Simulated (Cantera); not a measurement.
Charge: 1 mol Cr, 0.036 mol O2, 45 mol H2, 3.6 mol N2O, held at 923 K and 0.00133 bar.

Equilibrium computed with Cantera from the NASA thermochemical tables; the gas is ideal and each condensed phase is pure. Candidate condensed phases: Cr, CrN, Cr2N, Cr2O3, H2O; 29 gas species. Equilibrium is a limit: real reactors are often held back by kinetics, nucleation or transport.

Base state: H2 0.881, N2 0.0741, H2O 0.0447 (mole fractions); condensed: Cr2O3(s).

Task: What changes in the equilibrium state with this change: N2O from 3.6 to 12 mol?

Result: 
| species | before | after |
|---|---|---|
| H2 | 0.881 | 0.604 |
| N2 | 0.0741 | 0.211 |
| H2O | 0.0447 | 0.185 |
| Cr2O3(s), mol | 0.500 | 0.500 |

Task: What changes in the equilibrium state with this change: temperature from 923 K to 2625 K?

Result: 
```json
[
 {"species": "H", "before": "6.29e-9", "after": "0.612"},
 {"species": "H2", "before": "0.881", "after": "0.277"},
 {"species": "N2", "before": "0.0741", "after": "0.0486"},
 {"species": "O", "before": "<1e-9", "after": "0.0156"},
 {"species": "Cr", "before": "<1e-9", "after": "0.0125"},
 {"species": "OH", "before": "<1e-9", "after": "0.0109"},
 {"species": "H2O", "before": "0.0447", "after": "0.0209"},
 {"species": "CrO", "before": "<1e-9", "after": "0.00106"},
 {"species": "O2", "before": "<1e-9", "after": "0.000476"},
 {"species": "NO", "before": "<1e-9", "after": "0.000335"},
 {"species": "Cr2O3(s), mol", "before": "0.500", "after": "0"}
]
```
